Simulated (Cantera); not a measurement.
An adiabatic, constant-volume homogeneous reactor starts with CO : H2 : O2 : N2 : H2O = 1 : 1.2 : 1.53 : 5.19 : 1.8 (molar parts), equivalence ratio 0.72, at 1625 K and 0.510 bar.

Cantera simulation using GRI-Mech 3.0 (53 species, 325 reactions); the numbers are that mechanism's predictions, not measurements.

Q: Predict: time of steepest temperature rise; temperature at 0.800 s; equilibrium temperature; x(CO) at 0.800 s; x(H2) at 0.800 s; x(O2) at 0.800 s; x(HO2) at 0.800 s; x(NO) at 0.800 s.

A: 
- time of steepest temperature rise = 27.2 µs
- temperature at 0.800 s = 2656 K
- equilibrium temperature = 2656 K
- x(CO) at 0.800 s = 0.0289 (gas-phase equilibrium 0.0289)
- x(H2) at 0.800 s = 0.0164 (gas-phase equilibrium 0.0164)
- x(O2) at 0.800 s = 0.0506 (gas-phase equilibrium 0.0506)
- x(HO2) at 0.800 s = 1.10e-5 (gas-phase equilibrium 1.10e-5)
- x(NO) at 0.800 s = 0.0118 (gas-phase equilibrium 0.0118)
